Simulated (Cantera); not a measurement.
A perfectly stirred reactor is fed with 22.7 % CH₄, 31.8 % CO₂, 45.5 % H₂, at 0.132 atm; it is held at 1775 K, and followed from long to short residence time.

Model: GRI-Mech 3.0 (53 species, 325 reactions), integrated in Cantera.

One state of this run: x CH₄ = 0.219; x CO₂ = 0.311; x H₂ = 0.454; x H₂O = 0.00591; x CH₂O = 1.39e-5; x O₂ = 1.16e-11. x: mole fraction; the columns are a selection and need not sum to one.

Question: Which value of τ (s) does it belong to?
(A) 25
(B) 0.043
(C) 6.9
(D) 0.00097

Answer: D, 0.00097
